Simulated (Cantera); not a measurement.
Cantera with NASA thermochemical tables; ideal gases at 1 bar, condensed phases pure. Values are per mole of reaction as written; species without (g) are pure solids or liquids, kept so even where they would boil at 1 bar. VN: taken at fixed stoichiometry.

Question: Between 873 and 1073 K, where is each reaction favourable under standard conditions?
- 6 H₂O(g) + 2 NO(g) + V₂O₄ = 12 OH(g) + 2 VN

Answer: 
- 6 H₂O(g) + 2 NO(g) + V₂O₄ = 12 OH(g) + 2 VN: ΔG° is 2192 kJ at 873 K and 2066 kJ at 1073 K; it stays positive (K < 1). ΔH° is 2739 kJ and ΔS° 627 J/K at 1073 K.
